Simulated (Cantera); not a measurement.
A closed system holds: 1 mol MgO, 0.43 mol O₂, 0.09 mol H₂O, 1.9 mol SO₃, equilibrated at 1348.15 K and 3.40 bar.

These are equilibrium values from Cantera (NASA tables, ideal gas, pure condensed phases), not measurements of a reactor. Candidate condensed phases: H₂O, H₂SO₄, Mg, MgO, Mg(OH)₂, MgS, MgSO₄, S; 26 gas species. Kinetics and transport are ignored.

Base state: O₂ 0.458, SO₂ 0.444, H₂O 0.0493, SO₃ 0.0492, OH 1.13e-5 (mole fractions); condensed: MgSO₄(s).

**Question.** What changes in the equilibrium state with this change: 0.56 mol NH₃ added?

**Answer.** 
| species | before | after |
|---|---|---|
| H₂O | 0.0493 | 0.366 |
| SO₂ | 0.444 | 0.332 |
| O₂ | 0.458 | 0.170 |
| N₂ | 0 | 0.110 |
| SO₃ | 0.0492 | 0.0224 |
| NO | 0 | 0.000180 |
| OH | 1.13e-5 | 2.40e-5 |
| MgSO₄(s), mol | 1.00 | 1.00 |
